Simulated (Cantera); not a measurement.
Charge: 1 mol SiH2Cl2, 130 mol N2, equilibrated at 1 atm.

Equilibrium computed with Cantera from the NASA thermochemical tables; the gas is ideal and each condensed phase is pure. Candidate condensed phases: NH4Cl, Si, Si3N4; 28 gas species. N2 is the only nitrogen source here; it is nearly inert below about 1500 K, so the nitride shown seldom forms there in practice. The tables' values for SiCl3 are old estimates; treat these amounts as uncertain. Rates play no part.

log p: log10 of the partial pressure in bar; n: condensed amount in mol.

```
T (K)  log p N2  log p HCl  log p H2  log p SiCl2  n Si3N4(s)
-----  --------  ---------  --------  -----------  ----------
898        0.00      -1.97     -2.63          [?]       0.283
998        0.00      -1.95     -2.67          [?]       0.288
1098       0.00      -1.94     -2.71          [?]       0.291
1198       0.00      -1.93     -2.74          [?]       0.294
1298       0.00      -1.92     -2.76          [?]       0.295
1398       0.00      -1.92     -2.77          [?]       0.294
1498       0.00      -1.92     -2.75          [?]       0.285
1598       0.00      -1.95     -2.69          [?]       0.265
1698       0.00      -1.99     -2.59          [?]       0.233
1798       0.00      -2.06     -2.48          [?]       0.195
```

Q: Some entries are withheld; supply them.

A: 
- 898, log p SiCl2: -9.84
- 998, log p SiCl2: -8.22
- 1098, log p SiCl2: -6.89
- 1198, log p SiCl2: -5.80
- 1298, log p SiCl2: -4.88
- 1398, log p SiCl2: -4.11
- 1498, log p SiCl2: -3.48
- 1598, log p SiCl2: -3.02
- 1698, log p SiCl2: -2.72
- 1798, log p SiCl2: -2.53
